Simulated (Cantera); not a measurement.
Input: 1 mol Fe(CO)5, 0.22 mol O2, 17 mol N2, equilibrated at 625 °C and 3.50 mbar.

These are equilibrium values from Cantera (NASA tables, ideal gas, pure condensed phases), not measurements of a reactor. Candidate condensed phases: C, Fe, Fe(CO)5, FeO, Fe2O3, Fe3O4; 27 gas species. Equilibrium is a limit: real reactors are often held back by kinetics, nucleation or transport.

Base state: N2 0.773, CO 0.207, CO2 0.0200 (mole fractions); condensed: Fe(α).

### Question
What changes in the equilibrium state with this change: Fe(CO)5 replaced by HgO?

### Answer
```
species     before   after
----------  ------  ------
N2           0.773   0.908
Hg               0  0.0534
O2           <1e-9  0.0385
CO           0.207       0
CO2         0.0200       0
Fe(α), mol    1.00       0
```
Further candidate phases: Hg, HgO.
